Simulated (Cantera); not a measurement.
Mixture: CH₄ : C₂H₆ : C₃H₈ : O₂ : N₂ = 1 : 0.091 : 0.16 : 6.93 : 45 (molar parts), equivalence ratio 0.45, at 130000 Pa, adiabatic and at constant pressure. Ignition delay is the time to a rise of 400 K.

Detailed kinetics in Cantera: GRI-Mech 3.0 (53 species, 325 reactions). GRI-Mech 3.0 was tuned for natural gas; its chemistry of propane as a main component is partial and can be far from experiment.

Question: What does this change do: constant volume in place of constant pressure?

Answer: 
```json
[
 {"quantity": "delay at 1225 K", "before": "3.69 ms", "after": "3.52 ms"},
 {"quantity": "delay at 1275 K", "before": "1.78 ms", "after": "1.67 ms"},
 {"quantity": "delay at 1325 K", "before": "0.915 ms", "after": "0.837 ms"},
 {"quantity": "delay at 1375 K", "before": "0.511 ms", "after": "0.448 ms"},
 {"quantity": "delay at 1425 K", "before": "0.312 ms", "after": "0.257 ms"},
 {"quantity": "delay at 1475 K", "before": "0.210 ms", "after": "0.157 ms"},
 {"quantity": "apparent activation energy between 1375 and 1475 K", "before": "150 kJ/mol", "after": "180 kJ/mol"}
]
```

Question: What does this change do: pressure from 130000 Pa to 550000 Pa?

Answer: 
| quantity | before | after |
|---|---|---|
| delay at 1225 K | 3.69 ms | 1.52 ms |
| delay at 1275 K | 1.78 ms | 0.772 ms |
| delay at 1325 K | 0.915 ms | 0.407 ms |
| delay at 1375 K | 0.511 ms | 0.225 ms |
| delay at 1425 K | 0.312 ms | 0.131 ms |
| delay at 1475 K | 0.210 ms | 80.3 µs |
| apparent activation energy between 1375 and 1475 K | 150 kJ/mol | 170 kJ/mol |
